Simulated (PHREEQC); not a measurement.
# Buffer

Consider water at 25 °C with 15 mmol/kgw KH2PO4 and 2.8 mmol/kgw NaOH. Closed to the air; pH follows from the charge balance.

Equilibrium calculation in PHREEQC: ion-association model, phreeqc.dat.

Each row changes one thing in this solution. Precipitation was switched off in this run.

```json
[
 {"case": "as made", "pH": "6.38", "ionic strength (mol/kgw)": "0.0205"},
 {"case": "0.0016 mol/kgw CO2 added", "pH": "6.22", "ionic strength (mol/kgw)": "___"},
 {"case": "KH2PO4 left out", "pH": "11.42", "ionic strength (mol/kgw)": "0.00280"},
 {"case": "NaOH from 0.0028 to 0.00028 mol/kgw", "pH": "5.34", "ionic strength (mol/kgw)": "0.0156"},
 {"case": "KH2PO4 replaced by KBr at the same molality", "pH": "11.38", "ionic strength (mol/kgw)": "0.0178"},
 {"case": "NaOH replaced by Na2HPO4 at the same molality", "pH": "6.28", "ionic strength (mol/kgw)": "0.0233"},
 {"case": "NaOH from 0.0028 to 0.014 mol/kgw", "pH": "8.10", "ionic strength (mol/kgw)": "0.0423"},
 {"case": "NaOH left out", "pH": "4.68", "ionic strength (mol/kgw)": "0.0151"},
 {"case": "NaOH from 0.0028 to 0.0014 mol/kgw", "pH": "___", "ionic strength (mol/kgw)": "0.0177"}
]
```

### Question
What belongs in the gaps?

### Answer

- 0.0016 mol/kgw CO2 added, ionic strength (mol/kgw): 0.0198
- NaOH from 0.0028 to 0.0014 mol/kgw, pH: 6.04
